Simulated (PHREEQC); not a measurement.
KOH is added in steps, without added water, to 1 kg of water holding 0.019 mol FeCl3, 0.0006 mol NaF and 0.0052 mol Na2SO4, at 20 °C. Oxygen alone is held at its pressure in air (log pO2 = -0.68). The system is closed to CO2. Only these solids could form: Fe(OH)3(a), Halite, Sylvite, Jarosite-K.

Base run: PHREEQC, ion-association model, phreeqc.dat. Each further column changes one thing. The table gives pH.

```csv
KOH added (mol),base,NaF replaced by HF at the same molality,NaF left out,no solid may form
0,2.31,2.29,2.30,2.31
0.0063,2.04,2.03,2.04,2.56
0.01418,2.33,2.30,2.31,2.96
0.02048,2.67,2.63,2.63,3.45
0.02835,2.81,2.80,2.80,4.69
0.03465,2.86,2.85,2.84,5.38
0.04253,3.02,3.00,2.96,6.59
0.04883,4.23,3.85,3.66,7.19
0.0567,5.55,5.53,5.55,8.02
0.063,11.84,11.79,11.84,8.73
```

Fluoro complexes past AlF4- and FeF3 are missing from the database.  In at least one series the solution becomes supersaturated in solids that the run did not let form, among them Fe(OH)3(a), Jarosite-K.
